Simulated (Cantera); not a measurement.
**Thermodynamics of carbothermic reduction, feed Ta₂O₅ + C + CO**

Input: 1 mol Ta₂O₅, 1.2 mol C, 0.78 mol CO, at 1.00 bar.

These are equilibrium values from Cantera (NASA tables, ideal gas, pure condensed phases), not measurements of a reactor. Candidate condensed phases: C, Ta, TaC, Ta₂O₅; 15 gas species. Mutual solubility and eutectic melting of coexisting phases are not modelled. TaC: taken at fixed stoichiometry. Condensed phases not in the tables: Ta₂C. Equilibrium is a limit: real reactors are often held back by kinetics, nucleation or transport.

```tsv
T (°C)	log p CO	log p CO₂	log p TaO₂	log p TaO	log p O	n TaC(s)	n Ta₂O₅(s)	n Ta₂O₅(l)
1627	0.00	-2.69	-7.21	-8.79	-9.48	0.344	0.828	0
1652	0.00	-2.69	-6.98	-8.52	-9.29	0.344	0.828	0
1677	0.00	-2.69	-6.76	-8.26	-9.10	0.344	0.828	0
1702	0.00	-2.69	-6.54	-8.00	-8.92	0.344	0.828	0
1727	0.00	-2.69	-6.33	-7.75	-8.75	0.344	0.828	0
1752	0.00	-2.69	-6.13	-7.51	-8.57	0.344	0.828	0
1777	0.00	-2.69	-5.92	-7.27	-8.41	0.344	0.828	0
1802	0.00	-2.70	-5.74	-7.05	-8.25	0.344	0	0.828
1827	0.00	-2.70	-5.57	-6.83	-8.09	0.344	0	0.828
1852	0.00	-2.71	-5.39	-6.62	-7.94	0.344	0	0.828
```
log p: log10 of the partial pressure in bar; n: condensed amount in mol.

From 1627 °C to 1777 °C the condensed part is TaC(s) + Ta₂O₅(s). From 1802 °C to 1852 °C the condensed part is TaC(s) + Ta₂O₅(l). The main Ta-bearing gas is TaO₂ throughout.
